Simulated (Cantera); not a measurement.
**Al + H2O + N2 + O2 (aluminium nitride and oxide growth)**

A closed system holds: 1 mol Al, 42 mol H2O, 53 mol N2, 0.34 mol O2, equilibrated at 10.0 mbar.

Cantera equilibrium calculation (NASA polynomials, part measured and part estimated; ideal gas, pure solids and liquids). Candidate condensed phases: Al, AlN, Al2O3, H2O; 35 gas species. Equilibrium is a limit: real reactors are often held back by kinetics, nucleation or transport.

From 673 K to 1973 K the condensed part is Al2O3(s).

```
T (K)   x N2  x H2O     x H2      x OH      x O2  n Al2O3(s)
-----  -----  -----  -------  --------  --------  ----------
673    0.558  0.433  0.00863    <1e-12    <1e-12       0.500
773    0.558  0.433  0.00863    <1e-12    <1e-12       0.500
873    0.558  0.433  0.00863  1.57e-12    <1e-12       0.500
973    0.558  0.433  0.00863  9.01e-11    <1e-12       0.500
1073   0.558  0.433  0.00863   2.44e-9    <1e-12       0.500
1173   0.558  0.433  0.00863   3.79e-8  1.29e-11       0.500
1273   0.558  0.433  0.00863   3.83e-7  7.14e-10       0.500
1373   0.558  0.433  0.00863   2.77e-6   2.21e-8       0.500
1473   0.558  0.433  0.00864   1.54e-5   4.32e-7       0.500
1573   0.558  0.433  0.00867   6.83e-5   5.77e-6       0.500
1673   0.558  0.433  0.00885  0.000252   5.45e-5       0.500
1773   0.557  0.431  0.00970  0.000772  0.000344       0.500
1873   0.556  0.427   0.0123   0.00193   0.00130       0.500
1973   0.554  0.419   0.0173   0.00408   0.00324       0.500
```
x: gas mole fraction; n: condensed amount in mol.
